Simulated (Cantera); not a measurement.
Feed: 1 mol B2H6, 1.1 mol H2O, 0.12 mol N2, equilibrated at 71.0 Pa.

These are equilibrium values from Cantera (NASA tables, ideal gas, pure condensed phases), not measurements of a reactor. Candidate condensed phases: B, BN, B2O3, B3O3H3, H2O; 39 gas species. The feed counts by its element totals alone. N2 is the only nitrogen source here; it is nearly inert below about 1500 K, so the nitride shown seldom forms there in practice. Mutual solubility and eutectic melting of coexisting phases are not modelled. The numbers say what is thermodynamically allowed, not how fast it happens.

Q: Which condensed phases are stable at each of these points (T (°C)): 750, 900, 1050, 1200, 1350, 1500, 1650, 1800?

A: 
```json
[
 {"T (°C)": "750", "condensed phases": "B(s) + BN(s) + B2O3(l)", "B condensed (%)": "99.9"},
 {"T (°C)": "900", "condensed phases": "B(s) + BN(s) + B2O3(l)", "B condensed (%)": "99.6"},
 {"T (°C)": "1050", "condensed phases": "B(s) + BN(s) + B2O3(l)", "B condensed (%)": "95.3"},
 {"T (°C)": "1200", "condensed phases": "B(s) + BN(s)", "B condensed (%)": "48.0"},
 {"T (°C)": "1350", "condensed phases": "B(s) + BN(s)", "B condensed (%)": "46.0"},
 {"T (°C)": "1500", "condensed phases": "B(s) + BN(s)", "B condensed (%)": "45.3"},
 {"T (°C)": "1650", "condensed phases": "B(s)", "B condensed (%)": "44.9"},
 {"T (°C)": "1800", "condensed phases": "B(s)", "B condensed (%)": "44.2"}
]
```

From 750 °C to 1050 °C the condensed part is B(s) + BN(s) + B2O3(l). From 1200 °C to 1500 °C the condensed part is B(s) + BN(s). From 1650 °C to 1800 °C the condensed part is B(s).
